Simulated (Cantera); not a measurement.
**Iron carbonyl, mercury and lead vapours: Pb + H2 + N2**

Charge: 1 mol Pb, 0.47 mol H2, 1.2 mol N2, at 1150 K.

Cantera equilibrium calculation (NASA polynomials, part measured and part estimated; ideal gas, pure solids and liquids). Candidate condensed phases: Pb; 11 gas species. Kinetics and transport are ignored.

```json
[
 {"P (Pa)": "10", "log p N2": "-4.35", "log p Pb": "-4.43", "log p H2": "-4.75", "log p NH3": "-12.92", "log p Pb2": "-9.98", "log p H": "-9.50", "n Pb(l)": "0"},
 {"P (Pa)": "68", "log p N2": "-3.51", "log p Pb": "-3.59", "log p H2": "-3.92", "log p NH3": "-11.25", "log p Pb2": "-8.31", "log p H": "-9.09", "n Pb(l)": "0"},
 {"P (Pa)": "460", "log p N2": "-2.51", "log p Pb": "-3.54", "log p H2": "-2.92", "log p NH3": "-9.24", "log p Pb2": "-8.20", "log p H": "-8.59", "n Pb(l)": "0.888"},
 {"P (Pa)": "3200", "log p N2": "-1.64", "log p Pb": "-3.54", "log p H2": "-2.05", "log p NH3": "-7.51", "log p Pb2": "-8.20", "log p H": "-8.15", "n Pb(l)": "0.985"},
 {"P (Pa)": "22000", "log p N2": "-0.80", "log p Pb": "-3.54", "log p H2": "-1.21", "log p NH3": "-5.83", "log p Pb2": "-8.20", "log p H": "-7.73", "n Pb(l)": "0.998"},
 {"P (Pa)": "150000", "log p N2": "0.03", "log p Pb": "-3.54", "log p H2": "-0.37", "log p NH3": "-4.16", "log p Pb2": "-8.20", "log p H": "-7.31", "n Pb(l)": "1.000"},
 {"P (Pa)": "1000000", "log p N2": "0.86", "log p Pb": "-3.54", "log p H2": "0.45", "log p NH3": "-2.51", "log p Pb2": "-8.20", "log p H": "-6.90", "n Pb(l)": "1.000"}
]
```
log p: log10 of the partial pressure in bar; n: condensed amount in mol.

From 10.0 Pa to 68.0 Pa nothing is condensed. From 4.60 mbar to 10.0 bar the condensed part is Pb(l). The main Pb-bearing gas is Pb throughout.
